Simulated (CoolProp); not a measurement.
Vapour-liquid equilibrium of p-xylene (1) + n-decane (2) at 309.3 K; x and y are mole fractions of (1).

Values from CoolProp's multi-fluid Helmholtz-energy mixture model, Zhou 2012 and Lemmon 2006; pair parameters Bell 2016.

```tsv
x	bubble pressure, mixture model (bar)	bubble pressure, Raoult's law (bar)	y, mixture model	y, Raoult's law
0.05	0.004952	0.004721	0.266	0.230
0.125	0.006557	0.006065	0.488	0.448
0.2	0.008073	0.007409	0.617	0.587
0.275	0.009510	0.008753	0.703	0.683
0.35	0.01088	0.01010	0.765	0.754
0.425	0.01220	0.01144	0.812	0.808
0.5	0.01348	0.01279	0.850	0.850
0.575	0.01473	0.01413	0.881	0.885
0.65	0.01596	0.01547	0.908	0.913
0.725	0.01719	0.01682	0.931	0.937
0.8	0.01841	0.01816	0.952	0.958
0.875	0.01965	0.01951	0.971	0.975
0.95	0.02090	0.02085	0.989	0.991
```

The largest gap from Raoult's law is +9.0 % in bubble pressure, at x = 0.2. No azeotrope shows between x = 0.05 and 0.95.

Pair parameters are fitted to limited data, so mixtures are less certain than the pure fluids.
